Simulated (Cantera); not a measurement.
# Equilibrium for silicon nitride deposition: SiH4 + NH3

Input: 1 mol SiH4, 41 mol NH3, equilibrated at 1.00 Torr.

These are equilibrium values from Cantera (NASA tables, ideal gas, pure condensed phases), not measurements of a reactor. Candidate condensed phases: Si, Si3N4; 18 gas species. The tables' values for SiN are old estimates; treat these amounts as uncertain. Gases not in the tables: Si2H6 and higher silanes. The numbers say what is thermodynamically allowed, not how fast it happens.

```json
[
 {"T (°C)": "900", "x H2": "0.762", "x N2": "0.238", "x H": "2.82e-6", "x Si": "<1e-12", "x SiH": "<1e-12", "x Si2N": "<1e-12", "x SiN": "<1e-12", "n Si3N4(s)": "0.333", "n Si(s)": "0", "n Si(l)": "0"},
 {"T (°C)": "1000", "x H2": "0.762", "x N2": "0.238", "x H": "1.70e-5", "x Si": "1.13e-10", "x SiH": "3.46e-11", "x Si2N": "<1e-12", "x SiN": "8.05e-12", "n Si3N4(s)": "0.333", "n Si(s)": "0", "n Si(l)": "0"},
 {"T (°C)": "1100", "x H2": "0.762", "x N2": "0.238", "x H": "7.96e-5", "x Si": "1.32e-8", "x SiH": "2.39e-9", "x Si2N": "3.15e-11", "x SiN": "5.46e-10", "n Si3N4(s)": "0.333", "n Si(s)": "0", "n Si(l)": "0"},
 {"T (°C)": "1200", "x H2": "0.762", "x N2": "0.238", "x H": "0.000302", "x Si": "8.06e-7", "x SiH": "9.23e-8", "x Si2N": "5.92e-9", "x SiN": "2.07e-8", "n Si3N4(s)": "0.333", "n Si(s)": "0", "n Si(l)": "0"},
 {"T (°C)": "1300", "x H2": "0.761", "x N2": "0.238", "x H": "0.000971", "x Si": "2.89e-5", "x SiH": "2.22e-6", "x Si2N": "5.62e-7", "x SiN": "4.92e-7", "n Si3N4(s)": "0.332", "n Si(s)": "0", "n Si(l)": "0"},
 {"T (°C)": "1400", "x H2": "0.753", "x N2": "0.244", "x H": "0.00271", "x Si": "0.000313", "x SiH": "1.68e-5", "x Si2N": "6.74e-6", "x SiN": "3.75e-6", "n Si3N4(s)": "0", "n Si(s)": "0.970", "n Si(l)": "0"},
 {"T (°C)": "1500", "x H2": "0.749", "x N2": "0.243", "x H": "0.00674", "x Si": "0.00160", "x SiH": "6.23e-5", "x Si2N": "2.29e-5", "x SiN": "1.38e-5", "n Si3N4(s)": "0", "n Si(s)": "0", "n Si(l)": "0.851"},
 {"T (°C)": "1600", "x H2": "0.737", "x N2": "0.240", "x H": "0.0152", "x Si": "0.00661", "x SiH": "0.000193", "x Si2N": "6.34e-5", "x SiN": "4.26e-5", "n Si3N4(s)": "0", "n Si(s)": "0", "n Si(l)": "0.391"},
 {"T (°C)": "1700", "x H2": "0.720", "x N2": "0.237", "x H": "0.0314", "x Si": "0.0111", "x SiH": "0.000248", "x Si2N": "3.45e-5", "x SiN": "5.47e-5", "n Si3N4(s)": "0", "n Si(s)": "0", "n Si(l)": "0"},
 {"T (°C)": "1800", "x H2": "0.695", "x N2": "0.234", "x H": "0.0600", "x Si": "0.0111", "x SiH": "0.000194", "x Si2N": "7.88e-6", "x SiN": "4.32e-5", "n Si3N4(s)": "0", "n Si(s)": "0", "n Si(l)": "0"}
]
```
x: gas mole fraction; n: condensed amount in mol.

From 900 °C to 1300 °C the condensed part is Si3N4(s). At 1400 °C the condensed part is Si(s). From 1500 °C to 1600 °C the condensed part is Si(l). From 1700 °C to 1800 °C nothing is condensed.
